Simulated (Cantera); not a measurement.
Charge: 1 mol TiO2, 2 mol CH4, 1.3 mol H2, at 1752 °C and 8.40 mbar.

Equilibrium computed with Cantera from the NASA thermochemical tables; the gas is ideal and each condensed phase is pure. Candidate condensed phases: C, C6H6, C7H8, C8H18, H2O, Ti, TiC, TiO, TiO2, Ti2O3, Ti3O5, Ti4O7; 113 gas species. Mutual solubility and eutectic melting of coexisting phases are not modelled. TiC, TiO: taken at fixed stoichiometry. Condensed phases not in the tables: solid solutions among these carbides, nitrides and lower oxides. Kinetics and transport are ignored.

Question: What is the equilibrium state?

Answer: 
* **x(H2)**: 0.763
* **x(CO)**: 0.219
* **x(H)**: 0.0183
* **x(TiO)**: 0.000126
* **x(H2O)**: 4.84e-5
* **x(Ti)**: 4.76e-5
* **x(CO2)**: 2.96e-6
* **n(TiC(s))**: 0.500 mol
* **n(TiO(l))**: 0.499 mol
* **gas amount**: 6.864 mol
* **log10 activity of Ti2O3(s) (absent)**: -0.74
* **log10 activity of Ti(l) (absent)**: -1.54
* **log10 activity of Ti3O5(s) (absent)**: -1.99
